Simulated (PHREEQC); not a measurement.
Model water analysis in mg/L, 25 °C, pH 6.3, pe 11.5: Na 17.4; K 5.8; Ca 7.57; Mg 3.87; Cl 43; S(6) as SO4 2.37; Alkalinity as HCO3 19.9; Si as SiO2 0.686; N(5) as NO3 1.84; O(0) (dissolved oxygen) 0.322; B 0.00308.

Valence states are taken as typed.

The numbers come from PHREEQC with the ion-association model, wateq4f.dat.

### Question
The ionic strength comes out as 0.00198 mol/kgw. What activity coefficients do Mg+2, SO4-2, K+, Ca+2, HCO3- get?

### Answer
Mg+2 0.82, SO4-2 0.82, K+ 0.95, Ca+2 0.82, HCO3- 0.95.

Precipitation was switched off in this run. Complexes and solids missing from the database can't appear.
